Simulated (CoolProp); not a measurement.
Values from CoolProp's reference Helmholtz-energy equation of state, Thol 2012.

For benzene, give the phase and the cp (kJ/(kg K)), Joule-Thomson coefficient (K/MPa) at 322.45 °C and 1.77 bar; 332.95 °C and 1.77 bar.


- 322.45 °C and 1.77 bar: gas; cp 2.05, Joule-Thomson coefficient 6.06
- 332.95 °C and 1.77 bar: gas; cp 2.07, Joule-Thomson coefficient 5.77
